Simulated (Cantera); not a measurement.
Input (Python, Cantera) and output of one run.

```python
import numpy as np
import cantera as ct

gas_names = """
    CL CL2 H HCL H2 N NH NH2 NH3 N2 N2H2 N2H4 Si SiCL SiCL2 SiCL3 SiCL4 SiH SiHCL3 SiH2 SiH2CL2 SiH3
    SiH3CL SiH4 SiN Si2 Si2N Si3
""".split()
cond_names = """
    NH4CL(a) NH4CL(b) Si(cr) Si(L) Si3N4(a)
""".split()


def load(file, names, dense=False):
    # The tables refer to 1 bar. Condensed volumes are neglected.
    table = {s.name: s for s in ct.Species.list_from_file(file)}
    out = []
    for n in names:
        d = dict(table[n].input_data)
        d["thermo"] = dict(d["thermo"], **{"reference-pressure": 1e5})
        if dense:
            d["equation-of-state"] = {"model": "constant-volume", "density": "1e6 g/cm^3"}
        out.append(ct.Species.from_dict(d))
    return out


gas = ct.Solution(thermo="ideal-gas", species=load("nasa_gas.yaml", gas_names))
cond = {s.name: ct.Solution(thermo="fixed-stoichiometry", species=[s], name=s.name)
        for s in load("nasa_condensed.yaml", cond_names, dense=True)}
atoms = {
    'SiCl4': {'Si': 1, 'CL': 4},
    'NH3': {'N': 1, 'H': 3},
}
top_T = {'Si3N4(a)': 2400}  # K; cautious upper limits of use, not melting points


def equilibrate(T, P, feed):
    n = {}
    for name, mol in feed.items():
        for a, k in atoms[name].items():
            n[a] = n.get(a, 0.0) + k * mol
    gas.TPX = T, P, n
    mass = sum(n.values()) * gas.mean_molecular_weight
    gas.equilibrate("TP")
    valid = [c for c in cond.values() if c.min_temp <= T <= top_T.get(c.name, c.max_temp)]
    mix = ct.Mixture([(gas, mass / gas.mean_molecular_weight)] + [(c, 0.0) for c in valid])
    mix.T, mix.P = T, P
    mix.equilibrate("TP", solver="vcs", rtol=1e-11, max_steps=5000)
    return mix


results = []
feed = {'SiCl4': 1, 'NH3': 28}  # mol
T = 925  # K
P = 3100  # Pa
mix = equilibrate(T, P, feed)
results.append((T, P, feed, dict(zip(mix.species_names, mix.species_moles))))
print(gas.report(threshold=1e-05))
for i in range(1, mix.n_phases):
    print(f"{mix.phase(i).name:16s} {mix.phase_moles(i):12.5e} mol")
```

It prints:

```
       temperature   925 K
          pressure   3100 Pa
           density   0.0042186 kg/m^3
  mean mol. weight   10.466 kg/kmol
   phase of matter   gas

                          1 kg             1 kmol
                     ---------------   ---------------
          enthalpy          1.16e+06         1.214e+07  J
   internal energy        4.2514e+05        4.4495e+06  J
           entropy             20785        2.1753e+05  J/K
    Gibbs function       -1.8066e+07       -1.8908e+08  J
 heat capacity c_p            2928.4             30648  J/K
 heat capacity c_v            2133.9             22334  J/K

                      mass frac. Y      mole frac. X     chem. pot. / RT
                     ---------------   ---------------   ---------------
               HCL            0.2428          0.069699           -42.224
                H2            0.1344           0.69771           -21.149
                N2           0.62251           0.23257           -29.597
             SiCL4        0.00027284        1.6809e-05            -145.8
     [  +24 minor]        2.2375e-05        9.3066e-06

Si(cr)            0.00000e+00 mol
Si3N4(a)          3.33000e-01 mol
```

These are equilibrium values from Cantera (NASA tables, ideal gas, pure condensed phases), not measurements of a reactor.
